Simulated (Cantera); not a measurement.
Feed: 1 mol Si, a varied amount of Cl2, 1 mol H2, held at 475 °C and 17000 Pa.

Equilibrium computed with Cantera from the NASA thermochemical tables; the gas is ideal and each condensed phase is pure. Candidate condensed phases: Si; 19 gas species. The tables' values for SiCl3 are old estimates; treat these amounts as uncertain. Kinetics and transport are ignored.

Question: At 0.89 mol Cl2, list the 4 most abundant gas species with their mole fractions, and the condensed phases.

Answer: H2 0.668, SiCl4 0.260, SiHCl3 0.0694, SiH2Cl2 0.00135. Condensed: Si(s).
